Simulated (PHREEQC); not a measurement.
1 kg of water holding 0.055 mol/kgw Na2B4O7, 0.0052 mol/kgw Na2SO4 and 0.3 mol/kgw Na2CO3 is evaporated at 25 °C; the solids stay in contact with the brine. CO2 is held at log p = -3.4 (atm). Solids allowed: Burkeite, Mirabilite, Nahcolite, Natron, Thenardite, Trona, Borax, Boric_acid,s, NaBO2:4H2O, NaB5O8:5H2O. Others were left out.

The series has 18 steps of water left (kg), from 1 to 0.02718.

Computed with PHREEQC (Pitzer model, pitzer.dat).

Question: Which solids form, in which order, and at which step of the series does each first stand?

Answer: Borax from water left = 0.4572 kg (pH 10.06); Trona from water left = 0.09338 kg (pH 10.14).
